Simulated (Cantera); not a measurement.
A Cantera script and what it prints.

```python
import numpy as np
import cantera as ct

gas_names = """
    O2 Br2
""".split()
cond_names = """
    Mg(cr) MgBr2(s) MgO(s)
""".split()


# ... load() reads the species with a 1 bar reference pressure and builds the phases ...
species = {s.name: s for s in load("nasa_gas.yaml", gas_names) + load("nasa_condensed.yaml", cond_names)}
T = 775
g = {n: (s.thermo.h(T) - T * s.thermo.s(T)) / (ct.gas_constant * T * np.log(10)) for n, s in species.items()}
valid = cond_names  # the entries whose range holds T


def stable(la, lb):
    # potentials (over RT ln 10) of the two non-metals from log10 p(O2) and log10 p(Br2) in bar
    mu = {}
    mu["O"] = (g["O2"] + la) / 2
    mu["Br"] = (g["Br2"] + lb) / 2
    cost = {}
    for n in valid:
        c = species[n].composition
        cost[n] = (g[n] - sum(c.get(e, 0) * m for e, m in mu.items())) / c["Mg"]
    return min(cost, key=cost.get)


results = []
for lb in [0, -2.5, -5.1, -7.6, -10.2, -12.7, -15.3, -17.8, -20.4, -22.9, -25.5, -28]:
    row = [stable(la, lb) for la in [-52, -48.8, -45.5, -42.2, -39, -35.8, -32.5, -29.2, -26, -22.8, -19.5, -16.2, -13, -9.8, -6.5, -3.2, 0]]
    results.append(row)
    print(f"{lb:6.1f}  " + " ".join(f"{valid.index(n):x}" for n in row))
print("key: " + ", ".join(f"{i:x} {n}" for i, n in enumerate(valid)))
```

It prints:

```
   0.0  1 1 1 1 1 1 1 1 1 1 1 1 1 2 2 2 2
  -2.5  1 1 1 1 1 1 1 1 1 1 1 2 2 2 2 2 2
  -5.1  1 1 1 1 1 1 1 1 1 1 2 2 2 2 2 2 2
  -7.6  1 1 1 1 1 1 1 1 2 2 2 2 2 2 2 2 2
 -10.2  1 1 1 1 1 1 1 2 2 2 2 2 2 2 2 2 2
 -12.7  1 1 1 1 1 2 2 2 2 2 2 2 2 2 2 2 2
 -15.3  1 1 1 1 2 2 2 2 2 2 2 2 2 2 2 2 2
 -17.8  1 1 2 2 2 2 2 2 2 2 2 2 2 2 2 2 2
 -20.4  2 2 2 2 2 2 2 2 2 2 2 2 2 2 2 2 2
 -22.9  2 2 2 2 2 2 2 2 2 2 2 2 2 2 2 2 2
 -25.5  2 2 2 2 2 2 2 2 2 2 2 2 2 2 2 2 2
 -28.0  2 2 2 2 2 2 2 2 2 2 2 2 2 2 2 2 2
key: 0 Mg(cr), 1 MgBr2(s), 2 MgO(s)
```

Source: NASA polynomial tables (part measured, part estimated), evaluated in Cantera. Not in the tables: oxide halides.
